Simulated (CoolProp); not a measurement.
Model: reference Helmholtz-energy equation of state, Lemmon 2005, in CoolProp. It is a short technical equation, of lower accuracy than the large ones.

Question: Give the vapour pressure (MPa), liquid density (kg/m³), liquid cp (kJ/(kg K)), vapour Z of saturated trans-2-butene at 91.75, 100.85 °C.

Answer: 
| T (°C) | p (MPa) | liquid density (kg/m³) | liquid cp (kJ/(kg K)) | vapour Z |
|---|---|---|---|---|
| 91.75 | 1.28 | 505 | 2.82 | 0.765 |
| 100.85 | 1.53 | 489 | 2.94 | 0.732 |
